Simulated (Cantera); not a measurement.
Charge: 1 mol HMDSO, 0.17 mol O3, 0.56 mol H2, held at 0.180 bar.

Method: chemical equilibrium by Gibbs-energy minimisation in Cantera with the NASA 1993 tables (ideal gas, pure condensed phases). Candidate condensed phases: C, C6H6, C7H8, C8H18, H2O, Si, SiC, SiO2; 123 gas species. The feed counts by its element totals alone. Mutual solubility and eutectic melting of coexisting phases are not modelled. The tables hold silica as quartz up to 1696 K and as liquid above; real silica turns to tridymite and cristobalite and melts near 1996 K. The numbers say what is thermodynamically allowed, not how fast it happens.

Question: Which condensed phases are stable at each of these points (T (°C)): 252, 402, 552, 702, 852, 1002, 1152, 1302, 1452, 1602?

Answer: 
```json
[
 {"T (°C)": "252", "condensed phases": "C(graphite) + SiC(s) + SiO2(α-quartz)", "Si condensed (%)": "100.0"},
 {"T (°C)": "402", "condensed phases": "C(graphite) + SiC(s) + SiO2(α-quartz)", "Si condensed (%)": "100.0"},
 {"T (°C)": "552", "condensed phases": "C(graphite) + SiC(s) + SiO2(α-quartz)", "Si condensed (%)": "100.0"},
 {"T (°C)": "702", "condensed phases": "C(graphite) + SiC(s) + SiO2(β-quartz)", "Si condensed (%)": "100.0"},
 {"T (°C)": "852", "condensed phases": "C(graphite) + SiC(s) + SiO2(β-quartz)", "Si condensed (%)": "100.0"},
 {"T (°C)": "1002", "condensed phases": "C(graphite) + SiC(s) + SiO2(β-quartz)", "Si condensed (%)": "100.0"},
 {"T (°C)": "1152", "condensed phases": "C(graphite) + SiC(s) + SiO2(β-quartz)", "Si condensed (%)": "100.0"},
 {"T (°C)": "1302", "condensed phases": "C(graphite) + SiC(s)", "Si condensed (%)": "99.8"},
 {"T (°C)": "1452", "condensed phases": "C(graphite) + SiC(s)", "Si condensed (%)": "99.7"},
 {"T (°C)": "1602", "condensed phases": "C(graphite) + SiC(s)", "Si condensed (%)": "99.5"}
]
```

From 252 °C to 552 °C the condensed part is C(graphite) + SiC(s) + SiO2(α-quartz). From 702 °C to 1152 °C the condensed part is C(graphite) + SiC(s) + SiO2(β-quartz). From 1302 °C to 1602 °C the condensed part is C(graphite) + SiC(s).
